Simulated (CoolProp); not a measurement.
Properties of acetone along the isotherm 516.7 K.

Computed with CoolProp (reference Helmholtz-energy equation of state, Lemmon 2006). It is a short technical equation, of lower accuracy than the large ones.

| p (MPa) | phase | cv (kJ/(kg K)) | speed of sound (m/s) |
|---|---|---|---|
| 2.61 | gas | 1.938 | 228.3 |
| 5.21 | supercritical | 2.348 | 133.6 |
| 7.82 | supercritical | 2.065 | 300.4 |
| 10.4 | supercritical | 2.032 | 381.5 |
| 13 | supercritical | 2.016 | 440.5 |
| 15.6 | supercritical | 2.007 | 488.2 |
| 18.2 | supercritical | 2.001 | 529.2 |
| 20.9 | supercritical | 1.997 | 566.7 |
| 23.5 | supercritical | 1.994 | 599.3 |
